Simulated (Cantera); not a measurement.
An isothermal, constant-pressure homogeneous reactor starts with CH4 : H2 = 1 : 12 (molar parts), at 1648 K and 0.0132 atm. Integrator tolerance rtol = 1e-08.

Detailed kinetics in Cantera: GRI-Mech 3.0 (53 species, 325 reactions). GRI-Mech 3.0 stops at C3 and has no aromatics, soot or wall deposition, so with more carbon than oxygen in the feed, carbon stays in small species such as C2H2 where larger ones or solid carbon would form. Radical loss at walls, strong at low pressure, is not modelled.

Problem. What does this change do: CH4 1 to 0.27 parts?

Solution. 
```
quantity                                             before                                     after
-----------------  ----------------------------------------  ----------------------------------------
x(CH4) at 5.00 s    0.0101 (gas-phase equilibrium 0.000471)  0.00727 (gas-phase equilibrium 0.000268)
x(H2) at 5.00 s         0.958 (gas-phase equilibrium 0.963)       0.985 (gas-phase equilibrium 0.988)
x(C2H4) at 5.00 s   3.77e-5 (gas-phase equilibrium 3.34e-5)   1.13e-5 (gas-phase equilibrium 1.03e-5)
x(CH2) at 5.00 s    1.01e-7 (gas-phase equilibrium 5.87e-9)   7.39e-8 (gas-phase equilibrium 3.26e-9)
x(CH3) at 5.00 s   0.000149 (gas-phase equilibrium 7.57e-6)  0.000107 (gas-phase equilibrium 4.25e-6)
x(C2H6) at 5.00 s   3.10e-7 (gas-phase equilibrium 1.33e-9)  1.60e-7 (gas-phase equilibrium 4.19e-10)
```
